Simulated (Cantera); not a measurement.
Charge: 1 mol NiS, 470 mol H2, at 0.975 Torr.

These are equilibrium values from Cantera (NASA tables, ideal gas, pure condensed phases), not measurements of a reactor. Candidate condensed phases: Ni, NiS, NiS2, Ni3S2, Ni3S4, S; 9 gas species. Gases not in the tables: S3 to S7. The numbers say what is thermodynamically allowed, not how fast it happens.

Which condensed phases are stable at each of these points (T (K)): 700, 900, 1100, 1300, 1500, 1700, 1900?


| T (K) | condensed phases | Ni condensed (%) |
|---|---|---|
| 700 | Ni3S2(s) | 100.0 |
| 900 | Ni(s) + Ni3S2(s) | 100.0 |
| 1100 | Ni(s) | 100.0 |
| 1300 | Ni(s) | 100.0 |
| 1500 | Ni(s) | 98.0 |
| 1700 | gas only | 0.0 |
| 1900 | gas only | 0.0 |

At 700 K the condensed part is Ni3S2(s). At 900 K the condensed part is Ni(s) + Ni3S2(s). From 1100 K to 1500 K the condensed part is Ni(s). From 1700 K to 1900 K nothing is condensed.
